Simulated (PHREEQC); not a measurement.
# Acid mine or pickling water

A made-up water analysis in mmol/kgw, 25 °C, pH 3.91, pe 8.8: Na 0.753; K 1.44; Ca 1.68; Mg 0.244; Cl 1.78; S(6) 2.26; Li 0.000663.

Cl is adjusted to close the charge balance.
Valence states are taken as typed.

Model: ion-association model, wateq4f.dat, run in PHREEQC.

* **ionic strength**: 0.00912 mol/kgw
* **total alkalinity**: -0.152 meq/kg

```json
[
 {"species": "SO4-2", "molality": "0.00193", "activity": "0.00131", "log γ": "-0.169"},
 {"species": "Cl-", "molality": "0.00167", "activity": "0.00151", "log γ": "-0.044"},
 {"species": "Ca+2", "molality": "0.00143", "activity": "0.000971", "log γ": "-0.167"},
 {"species": "K+", "molality": "0.00143", "activity": "0.00129", "log γ": "-0.044"},
 {"species": "Na+", "molality": "0.000748", "activity": "0.000678", "log γ": "-0.043"},
 {"species": "CaSO4", "molality": "0.000253", "activity": "0.000253", "log γ": "0.001"},
 {"species": "Mg+2", "molality": "0.000202", "activity": "0.000138", "log γ": "-0.164"},
 {"species": "H+", "molality": "0.000134", "activity": "0.000123", "log γ": "-0.038"},
 {"species": "MgSO4", "molality": "4.23e-5", "activity": "4.24e-5", "log γ": "0.001"}
]
```

Precipitation was switched off in this run.
